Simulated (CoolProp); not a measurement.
A closed Brayton cycle with carbon dioxide: compressor inlet 312.15 K and 9.5 MPa, high pressure 23 MPa, turbine inlet 750 K, compressor efficiency 0.85, turbine efficiency 0.9, recuperator effectiveness 0 (on enthalpy, no pinch check). Each further row changes one setting.

Model: reference Helmholtz-energy equation of state, Span 1996, in CoolProp.

| case | thermal efficiency (%) | net work (kJ/kg) | compressor to turbine work | compressor exit (K) | turbine exit (K) |
|---|---|---|---|---|---|
| as stated | 13.5 | 81.4 | 0.22 | 342.3 | 649.1 |
| turbine inlet 700 K | 13.5 | 73.0 | ___ | 342.3 | 602.8 |
| compressor inlet 322.15 K | 13.5 | 68.8 | ___ | 381.9 | 649.1 |
| high pressure 19.6 MPa | ___ | 69.3 | 0.21 | 336.3 | 667.0 |
| recuperator effectiveness 0.5 | 19.8 | 81.4 | 0.22 | 342.3 | 649.1 |

Problem. What belongs in the gaps?

Solution. 
- turbine inlet 700 K, compressor to turbine work: 0.24
- compressor inlet 322.15 K, compressor to turbine work: 0.34
- high pressure 19.6 MPa, thermal efficiency (%): 11.3
